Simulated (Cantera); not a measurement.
Charge: 1 mol Si3N4, a varied amount of F2, at 925 K and 1.30 mbar.

Method: chemical equilibrium by Gibbs-energy minimisation in Cantera with the NASA 1993 tables (ideal gas, pure condensed phases). Candidate condensed phases: Si, Si3N4; 16 gas species. Kinetics and transport are ignored.

Task: What share of the Si ends up in condensed phases as a function of n(F2) (mol), at 2.1, 2.6, 3.1, 3.8, 4.7, 5.7, 6.9, 8.4, 10, 12, 15?

Result: 
```
n(F2) (mol)  Si condensed (%)        as
-----------  ----------------  --------
2.1                      65.0  Si3N4(s)
2.6                      56.7  Si3N4(s)
3.1                      48.3  Si3N4(s)
3.8                      36.7  Si3N4(s)
4.7                      21.7  Si3N4(s)
5.7                       5.0  Si3N4(s)
6.9                       0.0         -
8.4                       0.0         -
10                        0.0         -
12                        0.0         -
15                        0.0         -
```
